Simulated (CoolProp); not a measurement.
A simple Rankine cycle with the fluoroketone C6F12O (FK-5-1-12): condensing at 308.15 K, boiler at 1.29 MPa, turbine inlet 462.2 K, turbine efficiency 0.9, pump efficiency 0.8, no recuperator. Each further row changes one setting.

The numbers come from the reference Helmholtz-energy equation of state, McLinden 2015 in CoolProp.

```csv
case,thermal efficiency (%),net work (kJ/kg),heat in (kJ/kg),turbine exit temperature (K),volume ratio over the turbine
as stated,12.5,?,226,422.2,25.1
turbine inlet 482.2 K,12.1,30.1,249,?,?
condensing temperature 300.15 K,13.4,31.4,235,418.8,34.4
boiler pressure 0.903 MPa,11.3,?,?,428.9,16.2
turbine efficiency 0.8,11.1,25.0,226,425.5,25.3
```

Some entries are withheld; supply them.


- as stated, net work (kJ/kg): 28.3
- turbine inlet 482.2 K, turbine exit temperature (K): 442.8
- turbine inlet 482.2 K, volume ratio over the turbine: 23.9
- boiler pressure 0.903 MPa, net work (kJ/kg): 26.0
- boiler pressure 0.903 MPa, heat in (kJ/kg): 231
